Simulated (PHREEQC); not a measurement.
A made-up water analysis in mg/L, 25 °C, pH 6.88, pe -1.5: Na 19.3; K 0.315; Ca 18.5; Mg 13.5; Cl 33.7; S(6) as SO4 35.6; Alkalinity as HCO3 71.9; Zn 1.33; Fe(2) 0.0194; F 1.18.

Cl is adjusted to close the charge balance.
Valence states are taken as typed.

Equilibrium calculation in PHREEQC: ion-association model, phreeqc.dat.

No solid was allowed to form.

What specific conductance does the model give?

specific conductance 309 µS/cm.

In which forms is Fe present?

Fe+2 88 %, FeHCO3+ 7.9 %, FeSO4 3.0 %, FeCO3 0.6 % of the Fe.

Species that the database lacks are ignored. Fluoro complexes past AlF4- and FeF3 are missing from the database.
